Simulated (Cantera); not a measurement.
An adiabatic, constant-pressure homogeneous reactor starts with CH₃OH : O₂ : N₂ = 1 : 1.36 : 5.13 (molar parts), equivalence ratio 1.1, at 1450 K and 1.01 bar. Integrator tolerance rtol = 1e-08.

Detailed kinetics in Cantera: GRI-Mech 3.0 (53 species, 325 reactions). GRI-Mech 3.0 was tuned for natural gas; its chemistry of methanol as a main component is partial and can be far from experiment.

### Question
What does this change do: pressure from 1.01 bar to 1.80 bar?

### Answer
| quantity | before | after |
|---|---|---|
| time of steepest temperature rise | 0.355 ms | 0.211 ms |
| temperature at 0.800 s | 2705 K | 2745 K |
| equilibrium temperature | 2705 K | 2745 K |
| x(CH₃OH) at 0.800 s | <1e-12 (gas-phase equilibrium <1e-12) | <1e-12 (gas-phase equilibrium <1e-12) |
| x(O₂) at 0.800 s | 0.0144 (gas-phase equilibrium 0.0144) | 0.0130 (gas-phase equilibrium 0.0130) |
| x(CH₂O) at 0.800 s | 5.40e-10 (gas-phase equilibrium 5.40e-10) | 8.80e-10 (gas-phase equilibrium 8.80e-10) |
| x(CH₃) at 0.800 s | <1e-12 (gas-phase equilibrium <1e-12) | <1e-12 (gas-phase equilibrium <1e-12) |
| x(H₂O) at 0.800 s | 0.198 (gas-phase equilibrium 0.198) | 0.202 (gas-phase equilibrium 0.202) |
| x(NO) at 0.800 s | 0.00737 (gas-phase equilibrium 0.00737) | 0.00746 (gas-phase equilibrium 0.00746) |

### Question
What does this change do: constant volume in place of constant pressure?

### Answer
| quantity | before | after |
|---|---|---|
| time of steepest temperature rise | 0.355 ms | 0.324 ms |
| temperature at 0.800 s | 2705 K | 2883 K |
| equilibrium temperature | 2705 K | 2883 K |
| x(CH₃OH) at 0.800 s | <1e-12 (gas-phase equilibrium <1e-12) | <1e-12 (gas-phase equilibrium <1e-12) |
| x(O₂) at 0.800 s | 0.0144 (gas-phase equilibrium 0.0144) | 0.0170 (gas-phase equilibrium 0.0170) |
| x(CH₂O) at 0.800 s | 5.40e-10 (gas-phase equilibrium 5.40e-10) | 1.61e-9 (gas-phase equilibrium 1.61e-9) |
| x(CH₃) at 0.800 s | <1e-12 (gas-phase equilibrium <1e-12) | <1e-12 (gas-phase equilibrium <1e-12) |
| x(H₂O) at 0.800 s | 0.198 (gas-phase equilibrium 0.198) | 0.188 (gas-phase equilibrium 0.188) |
| x(NO) at 0.800 s | 0.00737 (gas-phase equilibrium 0.00737) | 0.0102 (gas-phase equilibrium 0.0102) |

### Question
What does this change do: 0.41 parts CO2 added?

### Answer
| quantity | before | after |
|---|---|---|
| time of steepest temperature rise | 0.355 ms | 0.358 ms |
| temperature at 0.800 s | 2705 K | 2639 K |
| equilibrium temperature | 2705 K | 2639 K |
| x(CH₃OH) at 0.800 s | <1e-12 (gas-phase equilibrium <1e-12) | <1e-12 (gas-phase equilibrium <1e-12) |
| x(O₂) at 0.800 s | 0.0144 (gas-phase equilibrium 0.0144) | 0.0154 (gas-phase equilibrium 0.0154) |
| x(CH₂O) at 0.800 s | 5.40e-10 (gas-phase equilibrium 5.40e-10) | 4.34e-10 (gas-phase equilibrium 4.34e-10) |
| x(CH₃) at 0.800 s | <1e-12 (gas-phase equilibrium <1e-12) | <1e-12 (gas-phase equilibrium <1e-12) |
| x(H₂O) at 0.800 s | 0.198 (gas-phase equilibrium 0.198) | 0.198 (gas-phase equilibrium 0.198) |
| x(NO) at 0.800 s | 0.00737 (gas-phase equilibrium 0.00737) | 0.00673 (gas-phase equilibrium 0.00673) |
